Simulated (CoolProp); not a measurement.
Sulfur dioxide at 293.15 K and 2.1 MPa is throttled through a valve to 0.0447 MPa with no heat exchange. Each further row changes one setting.

Model: reference Helmholtz-energy equation of state, Gao 2016, in CoolProp.

```tsv
case	temperature change (K)	final phase	final density (kg/m³)
as stated	___	___	___
outlet pressure 0.0134 MPa	___	two-phase, vapour fraction 0.221	2.09
outlet pressure 0.0581 MPa	-41.8	two-phase, vapour fraction 0.145	12.5
```

Problem. What belongs in the gaps?

Solution. 
- as stated, temperature change (K): -46.9
- as stated, final phase: two-phase, vapour fraction 0.160
- as stated, final density (kg/m³): 8.82
- outlet pressure 0.0134 MPa, temperature change (K): -67.7
